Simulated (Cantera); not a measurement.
**Equilibrium for silicon epitaxy and polysilicon growth: SiH2Cl2 + N2**

Input: 1 mol SiH2Cl2, 8.8 mol N2, at 2400 Pa.

Cantera equilibrium calculation (NASA polynomials, part measured and part estimated; ideal gas, pure solids and liquids). Candidate condensed phases: NH4Cl, Si, Si3N4; 28 gas species. N2 is the only nitrogen source here; it is nearly inert below about 1500 K, so the nitride shown seldom forms there in practice. The tables' values for SiCl3 are old estimates; treat these amounts as uncertain. Equilibrium is a limit: real reactors are often held back by kinetics, nucleation or transport.

From 823 K to 1498 K the condensed part is Si3N4(s). The main Si-bearing gas is SiCl4 at 823 K and SiCl2 at 1498 K. The share of Si in condensed phases is highest at 1198 K (83.4 %) and lowest at 1498 K (68.3 %).

| T (K) | x N2 | x HCl | x H2 | x SiCl2 | x SiCl4 | x SiCl3 | x SiHCl3 | x Cl | n Si3N4(s) |
|---|---|---|---|---|---|---|---|---|---|
| 823 | 0.823 | 0.113 | 0.0428 | 4.62e-10 | 0.0214 | 3.32e-7 | 9.78e-6 | 2.64e-11 | 0.262 |
| 898 | 0.821 | 0.119 | 0.0398 | 1.42e-8 | 0.0199 | 2.41e-6 | 1.85e-5 | 4.12e-10 | 0.267 |
| 973 | 0.820 | 0.124 | 0.0374 | 2.54e-7 | 0.0187 | 1.29e-5 | 3.16e-5 | 4.21e-9 | 0.271 |
| 1048 | 0.819 | 0.128 | 0.0354 | 2.99e-6 | 0.0176 | 5.36e-5 | 4.98e-5 | 3.09e-8 | 0.274 |
| 1123 | 0.818 | 0.131 | 0.0337 | 2.51e-5 | 0.0167 | 0.000183 | 7.35e-5 | 1.74e-7 | 0.276 |
| 1198 | 0.818 | 0.133 | 0.0324 | 0.000159 | 0.0157 | 0.000531 | 0.000102 | 7.89e-7 | 0.278 |
| 1273 | 0.817 | 0.135 | 0.0315 | 0.000794 | 0.0143 | 0.00132 | 0.000134 | 2.97e-6 | 0.278 |
| 1348 | 0.816 | 0.135 | 0.0315 | 0.00314 | 0.0120 | 0.00274 | 0.000160 | 9.44e-6 | 0.272 |
| 1423 | 0.814 | 0.130 | 0.0331 | 0.00961 | 0.00827 | 0.00448 | 0.000163 | 2.52e-5 | 0.257 |
| 1498 | 0.812 | 0.120 | 0.0375 | 0.0215 | 0.00400 | 0.00520 | 0.000129 | 5.52e-5 | 0.228 |
x: gas mole fraction; n: condensed amount in mol.
